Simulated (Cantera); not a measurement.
Mixture: 15.2 % CH4, 17.9 % O2, 67.0 % N2, equivalence ratio 1.7, at 2.37 atm, adiabatic and at constant volume. Ignition delay is the time to a rise of 400 K.

Computed with Cantera and GRI-Mech 3.0 (53 species, 325 reactions).

Question: Predict: delay at 1323 K; delay at 1423 K; delay at 1523 K; delay at 1623 K; delay at 1723 K; delay at 1823 K; delay at 1923 K; apparent activation energy between 1723 and 1923 K.

Answer: 
- delay at 1323 K: 5.26 ms
- delay at 1423 K: 1.62 ms
- delay at 1523 K: 0.553 ms
- delay at 1623 K: 0.211 ms
- delay at 1723 K: 90.9 µs
- delay at 1823 K: 44.2 µs
- delay at 1923 K: 23.9 µs
- apparent activation energy between 1723 and 1923 K: 180 kJ/mol
